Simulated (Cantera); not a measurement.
A closed system holds: 1 mol SiCl4, 13 mol H2, at 1002 °C and 0.520 bar.

These are equilibrium values from Cantera (NASA tables, ideal gas, pure condensed phases), not measurements of a reactor. Candidate condensed phases: Si; 19 gas species. The tables' values for SiCl3 are old estimates; treat these amounts as uncertain. The numbers say what is thermodynamically allowed, not how fast it happens.

Base state: H2 0.872, HCl 0.0608, SiCl4 0.0303, SiHCl3 0.0175, SiCl2 0.0110, SiCl3 0.00715, SiH2Cl2 0.00140, SiH3Cl 3.14e-5 (mole fractions); condensed: Si(s).

Question: What changes in the equilibrium state with this change: temperature from 1002 °C to 750 °C?

Answer: 
```
species      before     after
----------  -------  --------
H2            0.872     0.907
SiCl4        0.0303    0.0512
HCl          0.0608    0.0211
SiCl2        0.0110  0.000164
SiHCl3       0.0175    0.0186
SiCl3       0.00715  0.000631
SiH3Cl      3.14e-5   7.80e-6
SiH2Cl2     0.00140  0.000751
Si(s), mol   0.0401         0
```
